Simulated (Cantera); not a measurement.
Charge: 1 mol Si, 13 mol HBr, 58 mol N2, held at 1523.15 K and 1330 Pa.

Method: chemical equilibrium by Gibbs-energy minimisation in Cantera with the NASA 1993 tables (ideal gas, pure condensed phases). Candidate condensed phases: Br2, Si, Si3N4; 28 gas species. The tables' values for SiBr3 are old estimates; treat these amounts as uncertain. The numbers say what is thermodynamically allowed, not how fast it happens.

Base state: N2 0.811, HBr 0.136, H2 0.0231, Br 0.0165, SiBr2 0.0128, SiBr3 0.000627, SiBr4 0.000537, Br2 3.18e-5 (mole fractions); condensed: gas only.

Problem. What changes in the equilibrium state with this change: N2 from 58 to 0.87 mol?

Solution. 
| species | before | after |
|---|---|---|
| HBr | 0.136 | 0.717 |
| H2 | 0.0231 | 0.108 |
| N2 | 0.811 | 0.0625 |
| SiBr4 | 0.000537 | 0.0131 |
| SiBr2 | 0.0128 | 0.0523 |
| Br | 0.0165 | 0.0403 |
| SiHBr3 | 6.44e-6 | 0.000139 |
| SiBr3 | 0.000627 | 0.00626 |
| Br2 | 3.18e-5 | 0.000190 |
| H | 3.05e-5 | 6.60e-5 |

Problem. What changes in the equilibrium state with this change: N2 from 58 to 0.31 mol?

Solution. 
| species | before | after |
|---|---|---|
| HBr | 0.136 | 0.748 |
| H2 | 0.0231 | 0.113 |
| SiBr2 | 0.0128 | 0.0541 |
| N2 | 0.811 | 0.0232 |
| SiBr4 | 0.000537 | 0.0141 |
| Br | 0.0165 | 0.0411 |
| SiHBr3 | 6.44e-6 | 0.000150 |
| SiBr3 | 0.000627 | 0.00660 |
| Br2 | 3.18e-5 | 0.000198 |
| H | 3.05e-5 | 6.74e-5 |
